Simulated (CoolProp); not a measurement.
Saturation properties of diethyl ether.

Model: reference Helmholtz-energy equation of state, Thol 2014, in CoolProp.

```tsv
T (K)	p (bar)	enthalpy of vaporisation (kJ/kg)	vapour Z	surface tension (mN/m)
298.3	0.7192	366.2	0.9633	16.5
307.7	1.017	358.1	0.9537	15.4
317	1.399	349.8	0.9428	14.3
326.4	1.890	341.1	0.9302	13.2
335.7	2.496	332.1	0.9161	12.1
345.1	3.251	322.6	0.9000	11.1
354.4	4.156	312.7	0.8823	10.0
363.8	5.252	302.1	0.8624	8.99
373.2	6.550	290.9	0.8403	7.97
382.5	8.057	279.1	0.8160	6.99
391.9	9.826	266.2	0.7889	6.02
```

It boils at 307.6 K under 1 atm.

Surface tension comes from a separate correlation (Mulero 2014).
